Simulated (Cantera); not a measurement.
Input (Python, Cantera) and output of one run.

```python
import numpy as np
import cantera as ct

gas_names = [...]  # 109 gases of nasa_gas.yaml made of C, Cl, H, Si
cond_names = """
    C(gr) C6H6(L) C7H8(L) C8H18(L),n-octa Si(cr) Si(L) SiC(b)
""".split()


# ... load() reads the species with a 1 bar reference pressure and builds the phases ...
atoms = {
    'SiCl4': {'Si': 1, 'CL': 4},
    'C2H2': {'C': 2, 'H': 2},
    'H2': {'H': 2},
}
top_T = {'C(gr)': 4500, 'SiC(b)': 3050}  # K; cautious upper limits of use, not melting points


# ... equilibrate(T, P, feed) seeds the gas with the atoms and calls Mixture.equilibrate('TP', solver="vcs", rtol=1e-11, max_steps=5000) ...
results = []
feed = {'SiCl4': 1, 'C2H2': 0.01, 'H2': 1500}  # mol
T = 1698  # K
P = 133.322  # Pa
mix = equilibrate(T, P, feed)
results.append((T, P, feed, dict(zip(mix.species_names, mix.species_moles))))
x = sorted(zip(gas.X, gas.species_names), reverse=True)
print(f"T = {T:g} K  P = {P:g} Pa  gas = {mix.phase_moles(0):.4g} mol")
print("   x: " + "  ".join(f"{s} {v:.3e}" for v, s in x if v > 1e-05))
print("   condensed (mol): " + ("  ".join(f"{mix.phase(i).name} {mix.phase_moles(i):.4g}"
      for i in range(1, mix.n_phases) if mix.phase_moles(i) > 1e-12) or "none"))
```

It prints:

```
T = 1698 K  P = 133.322 Pa  gas = 1506 mol
   x: H2 9.929e-01  H 3.946e-03  HCL 2.592e-03  Si 4.926e-04  SiH 2.791e-05  SiCL2 2.432e-05  SiH2 1.387e-05
   condensed (mol): Si(L) 0.114  SiC(b) 0.01549
```

Equilibrium computed with Cantera from the NASA thermochemical tables; the gas is ideal and each condensed phase is pure. Mutual solubility and eutectic melting of coexisting phases are not modelled. Gases not in the tables: Si2H6 and higher silanes.
